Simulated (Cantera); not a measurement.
# Diamond growth

A diamond (100) surface in a fixed gas of H2 with x(CH4) = 0.0077, x(CH3) = 1.4e-05, at 1323 K, 0.0474 atm; coverages are run to steady state.

Model: the Harris–Goodwin 1993 mechanism for the reconstructed diamond (100) surface, integrated in Cantera.

```
x(H)     growth (µm/h)  θ c6HH  θ c6H*  θ c6*H   θ c6**
-------  -------------  ------  ------  ------  -------
0.0001         0.00251   0.673  0.0286   0.294  0.00390
0.0002         0.00912   0.570  0.0373   0.384  0.00896
0.00039         0.0238   0.490  0.0437   0.449   0.0167
0.00078         0.0486   0.434  0.0477   0.491   0.0264
0.0016          0.0799   0.400  0.0499   0.514   0.0360
0.0031           0.110   0.382  0.0509   0.524   0.0426
0.0061           0.146   0.373  0.0515   0.529   0.0470
0.012            0.194   0.367  0.0518   0.531   0.0496
0.024            0.271   0.365  0.0520   0.532   0.0510
```
θ: site fractions in the mechanism's names (c6HH fully hydrogenated, c6H* and c6*H radical sites, c6** diradical, c6HM methylated).
